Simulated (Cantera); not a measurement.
A closed system holds: 1 mol CH3SiCl3, 0.066 mol C2H4, 2.2 mol H2, 0.65 mol C3H8, at 0.320 bar.

Method: chemical equilibrium by Gibbs-energy minimisation in Cantera with the NASA 1993 tables (ideal gas, pure condensed phases). Candidate condensed phases: C, C6H6, C7H8, C8H18, Si, SiC; 109 gas species. The feed counts by its element totals alone. The tables' values for SiCl3 are old estimates; treat these amounts as uncertain. Rates play no part. All values below are at 1375 °C.

Base state: H2 0.638, HCl 0.350, SiCl2 0.00840, SiCl3 0.00219, SiCl4 0.00125, SiHCl3 0.000382, CH4 0.000174, H 0.000126 (mole fractions); condensed: C(graphite) + SiC(s).

Task: What changes in the equilibrium state with this change: C3H8 from 0.65 to 0.027 mol?

Result: 
```csv
species,before,after
H2,0.638,0.498
HCl,0.350,0.467
SiCl2,0.00840,0.0192
SiCl4,0.00125,0.00654
SiCl3,0.00219,0.00754
SiHCl3,0.000382,0.00116
SiH2Cl2,1.98e-5,3.54e-5
"C(graphite), mol",2.18,0.398
"SiC(s), mol",0.903,0.815
```
